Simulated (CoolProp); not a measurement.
A single-stage vapour-compression cycle with the fluid: evaporating at 280.15 K (dew point), condensing at 319.15 K (bubble point), superheat 2 K, subcooling 2 K, compressor efficiency 0.6, no pressure losses. The same conditions are run with several fluids, on thermodynamics alone (safety and materials aside).

The numbers come from the reference Helmholtz-energy equation of state of each fluid (R365MFC: Lemmon 2016; propane: Lemmon 2009; R22: Kamei 1995; n-perfluorobutane: Gao 2022; cyclopentane: Gedanitz 2015; R245ca: Zhou 2016) in CoolProp.

Problem. Rank R365MFC, propane, R22, n-perfluorobutane, cyclopentane, R245ca by cooling COP, highest first.

Solution. cyclopentane (3.91), R245ca (3.72), R365MFC (3.69), R22 (3.52), propane (3.44), n-perfluorobutane (3.02)

```json
[
 {"fluid": "R365MFC", "pressure ratio": "4.80", "discharge temperature (K)": "326.5", "refrigerating effect (kJ/kg)": "154", "volumetric capacity (kJ/m³)": "256"},
 {"fluid": "propane", "pressure ratio": "2.69", "discharge temperature (K)": "338.7", "refrigerating effect (kJ/kg)": "267", "volumetric capacity (kJ/m³)": "3350"},
 {"fluid": "R22", "pressure ratio": "2.85", "discharge temperature (K)": "357.4", "refrigerating effect (kJ/kg)": "154", "volumetric capacity (kJ/m³)": "4010"},
 {"fluid": "n-perfluorobutane", "pressure ratio": "3.47", "discharge temperature (K)": "319.2", "refrigerating effect (kJ/kg)": "53.8", "volumetric capacity (kJ/m³)": "834"},
 {"fluid": "cyclopentane", "pressure ratio": "4.60", "discharge temperature (K)": "353.9", "refrigerating effect (kJ/kg)": "354", "volumetric capacity (kJ/m³)": "211"},
 {"fluid": "R245ca", "pressure ratio": "4.48", "discharge temperature (K)": "333.9", "refrigerating effect (kJ/kg)": "165", "volumetric capacity (kJ/m³)": "456"}
]
```

The compression ends wet for: n-perfluorobutane.
